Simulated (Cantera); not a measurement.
A perfectly stirred reactor is fed with 10.9 % H₂, 78.1 % O₂, 10.9 % N₂, at 0.0250 bar; it is held at 1300 K, and followed from long to short residence time.

Detailed kinetics in Cantera: the H2/O2 subset of GRI-Mech 3.0, which has no nitrogen chemistry. Radical loss at walls, strong at low pressure, is not modelled. The temperature is held fixed by assumption; the heat of reaction is taken as removed at once.

Predict: x(H₂) at τ = 0.400 s; x(O₂) at τ = 0.400 s; x(H₂O) at τ = 0.400 s; x(OH) at τ = 0.400 s; x(H₂O₂) at τ = 0.400 s; x(H₂) at τ = 53.0 ms; x(O₂) at τ = 53.0 ms; x(H₂O) at τ = 53.0 ms; x(OH) at τ = 53.0 ms; x(H₂O₂) at τ = 53.0 ms.


| Item | Result |
|---|---|
| x(H₂) at τ = 0.400 s | 0.000388 |
| x(O₂) at τ = 0.400 s | 0.764 |
| x(H₂O) at τ = 0.400 s | 0.114 |
| x(OH) at τ = 0.400 s | 0.00233 |
| x(H₂O₂) at τ = 0.400 s | 1.69e-7 |
| x(H₂) at τ = 53.0 ms | 0.00132 |
| x(O₂) at τ = 53.0 ms | 0.755 |
| x(H₂O) at τ = 53.0 ms | 0.110 |
| x(OH) at τ = 53.0 ms | 0.00440 |
| x(H₂O₂) at τ = 53.0 ms | 2.59e-7 |
